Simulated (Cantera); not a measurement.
Feed: 1 mol C2F6, 3.9 mol H2, held at 7.50 Torr.

Cantera equilibrium calculation (NASA polynomials, part measured and part estimated; ideal gas, pure solids and liquids). Candidate condensed phases: C, C6H6, C7H8, C8H18; 95 gas species. The feed counts by its element totals alone. The numbers say what is thermodynamically allowed, not how fast it happens.

### Question
What share of the C ends up in condensed phases as a function of T (°C), at 2150, 2250, 2350, 2450, 2550, 2650, 2750?

### Answer
| T (°C) | C condensed (%) | as |
|---|---|---|
| 2150 | 99.4 | C(graphite) |
| 2250 | 99.1 | C(graphite) |
| 2350 | 98.5 | C(graphite) |
| 2450 | 96.9 | C(graphite) |
| 2550 | 92.3 | C(graphite) |
| 2650 | 78.0 | C(graphite) |
| 2750 | 34.5 | C(graphite) |
